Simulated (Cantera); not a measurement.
Feed: 1 mol Si3N4, 0.15 mol CO2, 240 mol H2, 0.15 mol O2, equilibrated at 3.68 Torr.

These are equilibrium values from Cantera (NASA tables, ideal gas, pure condensed phases), not measurements of a reactor. Candidate condensed phases: C, C6H6, C7H8, C8H18, H2O, Si, SiC, SiO2, Si2N2O, Si3N4; 151 gas species. Mutual solubility and eutectic melting of coexisting phases are not modelled. The tables' values for SiN are old estimates; treat these amounts as uncertain. Gases not in the tables: Si2H6 and higher silanes. Kinetics and transport are ignored.

x: gas mole fraction; n: condensed amount in mol.

| T (°C) | x H2 | x H | x Si | x N2 | x SiO | x CH4 | x CO | n Si2N2O(s) | n Si3N4(s) | n SiC(s) | n Si(s) | n Si(l) |
|---|---|---|---|---|---|---|---|---|---|---|---|---|
| 675 | 0.999 | 7.48e-9 | <1e-12 | 0.000833 | <1e-12 | 0.000625 | 4.46e-11 | 0.600 | 0.600 | 0 | 0 | 0 |
| 825 | 0.999 | 3.53e-7 | <1e-12 | 0.00121 | [?] | 5.39e-5 | 6.40e-9 | 0.600 | 0.554 | 0.137 | 0 | 0 |
| 975 | 0.999 | 6.67e-6 | 1.15e-10 | 0.00125 | [?] | 1.68e-6 | 5.06e-8 | 0.600 | 0.550 | 0.150 | 0 | 0 |
| 1125 | 0.999 | 6.76e-5 | 1.47e-7 | 0.00125 | [?] | 1.09e-7 | 2.51e-7 | 0.597 | 0.551 | 0.150 | 0 | 0 |
| 1275 | 0.990 | 0.000438 | 6.48e-6 | 0.00757 | [?] | 8.61e-8 | 5.59e-5 | 0.164 | 0 | 0.136 | 2.11 | 0 |
| 1425 | 0.987 | 0.00205 | 0.000134 | 0.00823 | [?] | 7.74e-8 | 0.000124 | 0 | 0 | 0.118 | 0 | 2.27 |
| 1575 | 0.980 | 0.00750 | 0.00128 | 0.00819 | 0.00216 | 9.25e-8 | 0.000302 | 0 | 0 | 0.0667 | 0 | 2.05 |
| 1725 | 0.958 | 0.0224 | 0.00868 | 0.00804 | 0.00202 | 6.60e-8 | 0.000407 | 0 | 0 | 0 | 0 | 0.0808 |

Complete the blanks.


- 825, x SiO: 1.36e-11
- 975, x SiO: 2.92e-8
- 1125, x SiO: 1.18e-5
- 1275, x SiO: 0.00174
- 1425, x SiO: 0.00235
